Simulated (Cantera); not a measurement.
A closed system holds: 1 mol CCl₄, 0.048 mol Si, equilibrated at 1148 K and 1.30 Pa.

These are equilibrium values from Cantera (NASA tables, ideal gas, pure condensed phases), not measurements of a reactor. Candidate condensed phases: C, Si, SiC; 24 gas species. Rates play no part.

Base state: Cl 0.510, Cl₂ 0.471, SiCl₄ 0.0183 (mole fractions); condensed: C(graphite).

What changes in the equilibrium state with this change: Si from 0.048 to 0.012 mol?


| species | before | after |
|---|---|---|
| Cl | 0.510 | 0.515 |
| Cl₂ | 0.471 | 0.480 |
| SiCl₄ | 0.0183 | 0.00448 |
| C(graphite), mol | 1.00 | 1.00 |
